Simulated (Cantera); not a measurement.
**Premixed flame**

A freely propagating, adiabatic, planar premixed flame of CH3OH : O2 : N2 = 1 : 1.61 : 6.06 (molar parts), unburnt at 575 K and 101000 Pa; mixture-averaged transport, grid criteria slope 0.08 and curve 0.16, no radiation.

Cantera simulation using GRI-Mech 3.0 (53 species, 325 reactions); the numbers are that mechanism's predictions, not measurements. GRI-Mech 3.0 was tuned for natural gas; its chemistry of methanol as a main component is partial and can be far from experiment. Burning velocities carry a grid error of a few per cent, more on coarse grids.

```tsv
z (mm)	T (K)	u (m/s)	x CH3OH	x O2	x H	x HCN	x CH2O	x H2O
-0.843	575	1.16	0.115	0.185	<1e-8	<1e-8	3.93e-7	6.63e-5
-0.562	577	1.17	0.115	0.185	<1e-8	<1e-8	6.54e-6	0.000603
-0.421	585	1.19	0.114	0.183	<1e-8	<1e-8	4.61e-5	0.00256
-0.281	637	1.31	0.110	0.178	<1e-8	<1e-8	0.000432	0.0126
-0.140	943	1.99	0.0848	0.150	1.55e-6	2.24e-8	0.00409	0.0585
-0.0702	1303	2.83	0.0469	0.116	8.89e-5	5.59e-8	0.00917	0.106
0	1694	3.78	0.00622	0.0774	0.00190	1.17e-7	0.00547	0.158
0.0702	1824	4.08	5.33e-5	0.0540	0.00625	1.17e-7	0.000161	0.179
0.140	1872	4.17	1.27e-7	0.0423	0.00841	5.40e-8	1.12e-6	0.185
0.281	1941	4.29	<1e-8	0.0342	0.00871	<1e-8	<1e-8	0.186
0.562	2028	4.45	<1e-8	0.0294	0.00693	<1e-8	<1e-8	0.189
1.12	2122	4.63	<1e-8	0.0258	0.00437	<1e-8	<1e-8	0.195
2.25	2207	4.79	<1e-8	0.0223	0.00243	<1e-8	<1e-8	0.201
```
x: mole fraction of selected species; z is measured from the peak of heat release.

The laminar burning velocity is 116 cm/s and the thermal thickness comes out as 0.281 mm. The peak x(H) comes out as 0.00889, the peak x(HCN) is 1.36e-7 and the peak x(CH2O) is 0.00998. The grid points is 132.
